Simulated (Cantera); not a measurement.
Input: 1 mol Si3N4, 0.83 mol H2O, 110 mol H2, 0.11 mol N2O, held at 0.440 bar.

Method: chemical equilibrium by Gibbs-energy minimisation in Cantera with the NASA 1993 tables (ideal gas, pure condensed phases). Candidate condensed phases: H2O, Si, SiO2, Si2N2O, Si3N4; 35 gas species. Mutual solubility and eutectic melting of coexisting phases are not modelled. Gases not in the tables: Si2H6 and higher silanes. Kinetics and transport are ignored.

Question: Which condensed phases are stable at each of these points (T (°C)): 852, 927, 1002, 1077, 1152, 1227, 1302, 1377, 1452, 1527, 1602, 1677, 1752?

Answer: 
```tsv
T (°C)	condensed phases	Si condensed (%)
852	Si2N2O(s) + Si3N4(s)	100.0
927	Si2N2O(s) + Si3N4(s)	100.0
1002	Si2N2O(s) + Si3N4(s)	100.0
1077	Si2N2O(s) + Si3N4(s)	100.0
1152	Si2N2O(s) + Si3N4(s)	100.0
1227	Si2N2O(s) + Si3N4(s)	100.0
1302	Si2N2O(s) + Si3N4(s)	100.0
1377	Si2N2O(s) + Si3N4(s)	99.8
1452	Si(l) + Si2N2O(s) + Si3N4(s)	99.1
1527	Si(l) + Si2N2O(s)	95.1
1602	Si(l) + Si2N2O(s)	68.8
1677	Si(l)	68.0
1752	Si(l)	67.5
```

From 852 °C to 1377 °C the condensed part is Si2N2O(s) + Si3N4(s). At 1452 °C the condensed part is Si(l) + Si2N2O(s) + Si3N4(s). From 1527 °C to 1602 °C the condensed part is Si(l) + Si2N2O(s). From 1677 °C to 1752 °C the condensed part is Si(l).
